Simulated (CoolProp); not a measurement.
Normal hydrogen at 390.6 K and 0.549 MPa is throttled through a valve to 0.165 MPa with no heat exchange. Each further row changes one setting.

Model: reference Helmholtz-energy equation of state, Leachman 2009, in CoolProp.

```csv
case,temperature change (K),final density (kg/m³)
as stated,+0.2,0.102
outlet pressure 0.0495 MPa,+0.2,0.0307
outlet pressure 0.215 MPa,+0.1,0.133
```
